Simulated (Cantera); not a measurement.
A closed system holds: 1 mol SiH₂Cl₂, 19 mol NH₃, 1.3 mol N₂, at 0.000380 bar.

Equilibrium computed with Cantera from the NASA thermochemical tables; the gas is ideal and each condensed phase is pure. Candidate condensed phases: NH₄Cl, Si, Si₃N₄; 28 gas species. Gases not in the tables: Si₂H₆ and higher silanes. Kinetics and transport are ignored.

Question: Which condensed phases are stable at each of these points (T (K)): 950, 1050, 1150, 1250, 1350, 1450, 1550, 1650, 1750, 1850, 1950?

Answer: 
| T (K) | condensed phases | Si condensed (%) |
|---|---|---|
| 950 | Si₃N₄(s) | 100.0 |
| 1050 | Si₃N₄(s) | 100.0 |
| 1150 | Si₃N₄(s) | 99.9 |
| 1250 | Si₃N₄(s) | 99.6 |
| 1350 | Si₃N₄(s) | 97.4 |
| 1450 | Si₃N₄(s) | 89.1 |
| 1550 | Si(s) | 73.9 |
| 1650 | Si(s) | 69.9 |
| 1750 | Si(l) | 55.9 |
| 1850 | gas only | 0.0 |
| 1950 | gas only | 0.0 |

From 950 K to 1450 K the condensed part is Si₃N₄(s). From 1550 K to 1650 K the condensed part is Si(s). At 1750 K the condensed part is Si(l). From 1850 K to 1950 K nothing is condensed.
